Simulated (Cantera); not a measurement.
An isothermal plug-flow reactor at 750 K and 0.987 atm (inlet), inlet velocity 1.4 m/s, active area per volume 260 1/m; feed H₂ : O₂ : N₂ = 0.0033 : 0.014 : 0.79 (molar parts), equivalence ratio 0.12.

Computed with Cantera and Deutschmann's 1995 Pt surface mechanism with GRI-Mech 3.0 gas chemistry. Catalytic surfaces can have several steady states; this one follows from the mechanism file's or the stated starting coverage. Mass transfer to the wall is taken as infinitely fast.

x: gas mole fraction; θ: surface coverage.

```csv
z (m),x H₂,x O₂,x H₂O,θ free Pt,θ O*,θ OH*
0.00018,0.00273,0.0167,0.00136,0.306,0.691,0.00341
0.00039,0.00195,0.0163,0.00214,0.224,0.773,0.00326
0.00085,0.00119,0.0159,0.00291,0.142,0.855,0.00290
0.0018,?,0.0156,?,?,0.912,?
0.0039,0.000265,0.0155,0.00383,0.0560,0.942,0.00204
0.0085,6.82e-5,0.0154,0.00403,0.0438,0.954,0.00185
0.018,?,0.0153,0.00409,0.0406,0.958,0.00179
```

Problem. Complete the blanks.

Solution. 
- 0.0018, x H₂: 0.000631
- 0.0018, x H₂O: 0.00346
- 0.0018, θ free Pt: 0.0859
- 0.0018, θ OH*: 0.00242
- 0.018, x H₂: 6.00e-6
